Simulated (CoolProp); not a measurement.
Vapour pressure (MPa) of CHF3 (R23): the reference equation beside estimates from Tc = 299.3 K, pc = 4.832 MPa, ω = 0.263. Clausius-Clapeyron is anchored at 210.1 K with a constant enthalpy of vaporisation of 15.60 kJ/mol.

Model: reference Helmholtz-energy equation of state, Penoncello 2003, in CoolProp.

| T (K) | reference | Lee-Kesler | Clausius-Clapeyron | van der Waals | Redlich-Kwong | Soave-Redlich-Kwong |
|---|---|---|---|---|---|---|
| 189.8 | 0.09376 | 0.09194 | 0.1043 | 0.5736 | 0.1730 | 0.09229 |
| 199.9 | 0.1640 | 0.1627 | 0.1719 | 0.7590 | 0.2807 | 0.1628 |
| 210.1 | 0.2712 | 0.2713 | 0.2712 | 0.9827 | 0.4327 | 0.2711 |
| 220.3 | 0.4257 | 0.4281 | 0.4101 | 1.245 | 0.6367 | 0.4281 |
| 230.5 | 0.6396 | 0.6451 | 0.5978 | 1.550 | 0.9009 | 0.6464 |
| 240.6 | 0.9230 | 0.9315 | 0.8413 | 1.894 | 1.230 | 0.9363 |
| 250.8 | 1.296 | 1.306 | 1.155 | 2.288 | 1.638 | 1.318 |
| 261 | 1.771 | 1.782 | 1.548 | 2.728 | 2.129 | 1.803 |
| 271.1 | 2.359 | 2.370 | 2.023 | 3.213 | 2.704 | 2.402 |
| 281.3 | 3.094 | 3.104 | 2.600 | 3.753 | 3.382 | 3.142 |
| 291.5 | 3.996 | 4.006 | 3.284 | 4.344 | 4.162 | 4.035 |

Absolute difference from the reference over all 11 rows, mean and median: Lee-Kesler 0.7 and 0.6 %, Clausius-Clapeyron 9.7 and 10.9 %, van der Waals 161.2 and 105.2 %, Redlich-Kwong 37.6 and 33.3 %, Soave-Redlich-Kwong 1.2 and 1.4 %.
